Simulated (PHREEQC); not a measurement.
A solution holds 2.8 mol KCl, 0.12 mol K2SO4 and 1.2 mol KBr per kg of water, at 25 °C. Closed to the air; pH follows from the charge balance.

Equilibrium calculation in PHREEQC: Pitzer model, pitzer.dat.

The ionic strength is 4.36 mol/kgw, the activity of water is 0.865 and the density comes out as 1.203 g/cm³. The osmotic coefficient is 0.964.

```tsv
species	molality	activity	log γ
K+	4.24	2.42	-0.244
Cl-	2.80	1.63	-0.235
Br-	1.20	0.738	-0.211
SO4-2	0.120	0.00254	-1.675
OH-	1.21e-7	9.16e-8	-0.122
HSO4-	6.60e-8	2.31e-8	-0.456
H+	5.53e-8	9.56e-8	0.237
```

This is a speciation only: nothing precipitates in the calculation.
